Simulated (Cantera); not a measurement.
Premixed flame

A freely propagating, adiabatic, planar premixed flame of H2 : O2 : N2 = 1 : 0.192 : 0.904 (molar parts), equivalence ratio 2.6, unburnt at 375 K and 10.0 bar; mixture-averaged transport, grid criteria slope 0.08 and curve 0.16, no radiation.

Detailed kinetics in Cantera: the H2/O2 subset of GRI-Mech 3.0, which has no nitrogen chemistry. The hydrogen kinetics of GRI-Mech 3.0 are dated; newer H2 mechanisms differ, most at raised pressure. Burning velocities carry a grid error of a few per cent, more on coarse grids.

| z (mm) | T (K) | u (m/s) | x H2 | x O2 | x HO2 | x O | x H | x H2O2 |
|---|---|---|---|---|---|---|---|---|
| -0.0926 | 375 | 1.77 | 0.477 | 0.0916 | <1e-8 | <1e-8 | <1e-8 | <1e-8 |
| -0.0617 | 376 | 1.78 | 0.476 | 0.0918 | 1.29e-7 | <1e-8 | <1e-8 | 4.27e-8 |
| -0.0463 | 380 | 1.79 | 0.475 | 0.0921 | 9.74e-7 | <1e-8 | <1e-8 | 3.23e-7 |
| -0.0309 | 407 | 1.89 | 0.467 | 0.0933 | 1.74e-5 | 3.90e-8 | <1e-8 | 5.58e-6 |
| -0.0154 | 627 | 2.79 | 0.433 | 0.0920 | 0.000655 | 3.79e-6 | 1.40e-5 | 0.000122 |
| -0.00771 | 949 | 4.13 | 0.399 | 0.0766 | 0.000933 | 5.70e-5 | 0.000855 | 0.000184 |
| 0 | 1282 | 5.52 | 0.364 | 0.0507 | 0.000449 | 0.000223 | 0.00467 | 7.48e-5 |
| 0.00771 | 1500 | 6.45 | 0.337 | 0.0267 | 0.000206 | 0.000284 | 0.00958 | 1.17e-5 |
| 0.0154 | 1615 | 6.95 | 0.321 | 0.0122 | 8.93e-5 | 0.000188 | 0.0124 | 3.07e-6 |
| 0.0309 | 1707 | 7.34 | 0.313 | 0.00241 | 1.67e-5 | 4.93e-5 | 0.0124 | 7.77e-7 |
| 0.0617 | 1759 | 7.55 | 0.313 | 0.000179 | 1.18e-6 | 9.53e-6 | 0.00889 | 1.32e-7 |
| 0.123 | 1793 | 7.68 | 0.315 | 5.75e-6 | 4.11e-8 | 2.74e-6 | 0.00513 | 2.97e-8 |
| 0.247 | 1811 | 7.74 | 0.317 | 4.04e-7 | <1e-8 | 7.74e-7 | 0.00270 | <1e-8 |
x: mole fraction of selected species; z is measured from the peak of heat release.

| Item | Result |
|---|---|
| laminar burning velocity | 177 cm/s |
| thermal thickness | 0.0309 mm |
| peak x(HO2) | 0.00105 |
| peak x(O) | 0.000291 |
| peak x(H) | 0.0130 |
| peak x(H2O2) | 0.000188 |
